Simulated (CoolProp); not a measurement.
The numbers come from the reference Helmholtz-energy equation of state, Platzer 1990 in CoolProp. This equation is an older, rougher fit.

Problem. For CF4 (R14), give the phase and the cp (kJ/(kg K)), cv (kJ/(kg K)) at -39.65 °C and 0.101 MPa.

Solution. 
- -39.65 °C and 0.101 MPa: gas; cp 0.596, cv 0.498
